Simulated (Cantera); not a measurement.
A perfectly stirred reactor is fed with CO : H₂ : O₂ : N₂ = 1 : 0.1 : 1.34 : 5.04 (molar parts), equivalence ratio 0.41, at 8.60 bar; it is adiabatic with a 425 K inlet, and is followed from long to short residence time, starting on the burning branch (τ in s: 0.039, 0.017, 0.007, 0.003, 0.0013, 0.00054, 0.00023, 9.7e-05, 4.1e-05, 1.7e-05, 7.4e-06, 3.1e-06).

Detailed kinetics in Cantera: GRI-Mech 3.0 (53 species, 325 reactions). The hydrogen kinetics of GRI-Mech 3.0 are dated; newer H2 mechanisms differ, most at raised pressure.

### Question
What does this change do: pressure from 8.60 bar to 1.90 bar?

### Answer
| quantity | before | after |
|---|---|---|
| blow-out, bracketed by the residence times tried | burning at 1.30 ms, out at 0.540 ms | burning at 1.30 ms, out at 0.540 ms |
| x(CO) at τ = 39.0 ms | 0.000846 | 0.00196 |
| x(H₂) at τ = 39.0 ms | 9.03e-6 | 3.19e-5 |
| x(O₂) at τ = 39.0 ms | 0.114 | 0.114 |
| x(HO₂) at τ = 39.0 ms | 3.27e-6 | 4.10e-6 |
| x(NO) at τ = 39.0 ms | 3.15e-5 | 3.56e-5 |
| x(CO) at τ = 0.230 ms | 0.134 | 0.134 |
| x(H₂) at τ = 0.230 ms | 0.0134 | 0.0134 |
| x(O₂) at τ = 0.230 ms | 0.179 | 0.179 |
| x(HO₂) at τ = 0.230 ms | <1e-12 | <1e-12 |
| x(NO) at τ = 0.230 ms | <1e-12 | <1e-12 |

### Question
What does this change do: inlet temperature 425 to 625 K?

### Answer
```tsv
quantity	before	after
blow-out, bracketed by the residence times tried	burning at 1.30 ms, out at 0.540 ms	burning at 0.230 ms, out at 97.0 µs
x(CO) at τ = 39.0 ms	0.000846	0.000638
x(H₂) at τ = 39.0 ms	9.03e-6	8.01e-6
x(O₂) at τ = 39.0 ms	0.114	0.114
x(HO₂) at τ = 39.0 ms	3.27e-6	1.87e-6
x(NO) at τ = 39.0 ms	3.15e-5	7.38e-5
x(CO) at τ = 0.230 ms	0.134	0.0267
x(H₂) at τ = 0.230 ms	0.0134	0.000231
x(O₂) at τ = 0.230 ms	0.179	0.125
x(HO₂) at τ = 0.230 ms	<1e-12	5.23e-5
x(NO) at τ = 0.230 ms	<1e-12	1.14e-5
```
